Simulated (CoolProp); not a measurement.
Vapour-liquid equilibrium of R125 (1) + R227EA (2) at 0.0829 bar; x and y are mole fractions of (1).

Values from CoolProp's multi-fluid Helmholtz-energy mixture model, Lemmon 2005 and Lemmon 2016; pair parameters Bell 2016.

| x | bubble temperature, mixture model (K) | bubble temperature, Raoult's law (K) | y, mixture model | y, Raoult's law |
|---|---|---|---|---|
| 0.05 | 207.9 | 207.9 | 0.242 | 0.243 |
| 0.2 | 200.7 | 200.8 | 0.628 | 0.626 |
| 0.35 | 195.8 | 196.0 | 0.796 | 0.794 |
| 0.5 | 192.2 | 192.4 | 0.884 | 0.883 |
| 0.65 | 189.4 | 189.6 | 0.936 | 0.936 |
| 0.8 | 187.2 | 187.3 | 0.969 | 0.971 |
| 0.95 | 185.3 | 185.4 | 0.993 | 0.994 |

The largest gap from Raoult's law is -0.2 K in bubble temperature, at x = 0.35. No azeotrope shows between x = 0.05 and 0.95.

Pair parameters are fitted to limited data, so mixtures are less certain than the pure fluids.
